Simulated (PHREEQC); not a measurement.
1.2 g of hydrous ferric oxide (600 m²/g; 0.2 weak and 0.005 strong sites per Fe, Dzombak-Morel constants, diffuse double layer) in 1 kg of water with 0.1 mol/kgw of an inert sodium salt and 1.9 mmol/kgw Ag2SO4, at 25 °C; the pH is set by adding NaOH or the inert anion's acid. Oxygen is held at 0.21 atm. The system is closed to CO2. Precipitation was switched off in this run.

All values are PHREEQC results (ion-association model, wateq4f.dat), not measurements.

```tsv
pH	S sorbed (%)	Ag sorbed (%)	surface charge σ (C/m²)	surface potential ψ (mV)
3	53.6	0.0	0.097	85
3.5	53.6	0.0	0.095	85
4.5	51.0	…	0.091	83
5	46.5	0.6	0.084	79
6	…	…	0.061	64
6.5	17.9	3.3	…	54
7.5	2.1	17.4	0.019	25
8	0.3	32.4	0.003	4
9	0.0	…	-0.019	…
9.5	0.0	…	-0.023	-29
10.5	0.0	67.4	-0.025	-31
11	0.0	67.6	-0.026	-32
```

Problem. Complete the blanks.

Solution. 
- 4.5, Ag sorbed (%): 0.1
- 6, S sorbed (%): 28.8
- 6, Ag sorbed (%): 2.0
- 6.5, surface charge σ (C/m²): 0.047
- 9, Ag sorbed (%): 58.7
- 9, surface potential ψ (mV): -25
- 9.5, Ag sorbed (%): 64.3

Along this series the solution becomes supersaturated in solids that the run did not let form, among them Ag2O. The oxide is taken as insoluble; below pH 4 it would dissolve.
